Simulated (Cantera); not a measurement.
**N2O furnace oxynitridation**

An isothermal, constant-pressure homogeneous reactor starts with 51.1 % N2O, 2.35 % H2, 41.9 % N2, 4.70 % H2O, at 1150 K and 120000 Pa.

Cantera simulation using GRI-Mech 3.0 (53 species, 325 reactions); the numbers are that mechanism's predictions, not measurements. GRI-Mech 3.0 was tuned for natural gas; its chemistry of N2O as a main component is partial and can be far from experiment. The mechanism lacks the step 2 NO + O2 → 2 NO2, which can matter for NO2 below about 1400 K. The temperature is held fixed by assumption; the heat of reaction is taken as removed at once.

```csv
t (s),x N2O,x H2,x H2O,x NO,x O
0.00100,0.505,0.0181,0.0523,8.67e-5,5.03e-7
0.00236,0.497,0.0102,0.0603,0.000179,6.28e-7
0.00556,0.488,0.00234,0.0681,0.000277,8.24e-7
0.0131,0.485,0.000142,0.0702,0.000358,8.80e-7
0.0310,0.481,7.67e-7,0.0703,0.000480,8.35e-7
0.0730,0.472,9.21e-8,0.0701,0.000859,7.95e-7
0.172,0.454,5.03e-8,0.0695,0.00179,7.51e-7
0.406,0.413,3.85e-8,0.0684,0.00377,6.92e-7
0.959,0.337,2.95e-8,0.0662,0.00738,6.03e-7
2.26,0.220,2.10e-8,0.0629,0.0123,4.61e-7
5.33,0.0964,1.21e-8,0.0594,0.0163,2.66e-7
12.6,0.0210,4.13e-9,0.0573,0.0175,8.05e-8
29.7,0.00108,7.42e-10,0.0567,0.0175,7.78e-9
70.0,1.50e-6,5.18e-10,0.0567,0.0175,3.31e-9
```
x: mole fraction; the columns are a selection and need not sum to one.

Equilibrium at this temperature and pressure: N2O 9.59e-9, H2 5.06e-10, H2O 0.0567, NO 0.000124, O 3.38e-9 (gas phase only).
